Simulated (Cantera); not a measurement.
A closed system holds: 1 mol Si3N4, 0.11 mol CO2, 380 mol H2, at 0.000570 bar.

Method: chemical equilibrium by Gibbs-energy minimisation in Cantera with the NASA 1993 tables (ideal gas, pure condensed phases). Candidate condensed phases: C, C6H6, C7H8, C8H18, H2O, Si, SiC, SiO2, Si2N2O, Si3N4; 151 gas species. Mutual solubility and eutectic melting of coexisting phases are not modelled. Gases not in the tables: Si2H6 and higher silanes. Equilibrium is a limit: real reactors are often held back by kinetics, nucleation or transport.

Task: Which condensed phases are stable at each of these points (T (K)): 1523, 1548, 1573, 1598, 1623, 1648, 1673, 1698, 1723, 1748, 1773, 1798, 1823, 1848?

Result: 
```csv
T (K),condensed phases,Si condensed (%)
1523,Si(s) + SiC(s),92.4
1548,Si(s) + SiC(s),92.1
1573,Si(s) + SiC(s),91.5
1598,Si(s) + SiC(s),90.6
1623,Si(s) + SiC(s),89.1
1648,Si(s) + SiC(s),86.7
1673,Si(s) + SiC(s),82.9
1698,Si(l) + SiC(s),77.2
1723,Si(l) + SiC(s),69.3
1748,Si(l) + SiC(s),58.0
1773,Si(l) + SiC(s),41.7
1798,Si(l) + SiC(s),18.4
1823,SiC(s),1.4
1848,SiC(s),0.1
```

From 1523 K to 1673 K the condensed part is Si(s) + SiC(s). From 1698 K to 1798 K the condensed part is Si(l) + SiC(s). From 1823 K to 1848 K the condensed part is SiC(s).
